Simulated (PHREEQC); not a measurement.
1 kg of water holding 0.016 mol Na2CO3, 0.17 mol NaOH, 0.052 mol NaCl and 0.021 mol Na2SO4 is evaporated at 25 °C; the solids stay in contact with the brine. CO2 is held at log p = -3.4 (atm). The run lets Burkeite, Halite, Mirabilite, Nahcolite, Natron, Thenardite, Trona precipitate or redissolve, and no other solid.

The series has 21 steps of water left (kg), from 1.001 to 0.01891.

All values are PHREEQC results (Pitzer model, pitzer.dat), not measurements.

Question: Which solids form, in which order, and at which step of the series does each first stand?

Answer: Trona from water left = 0.04452 kg (pH 10.05).

Complexes and solids missing from the database can't appear.
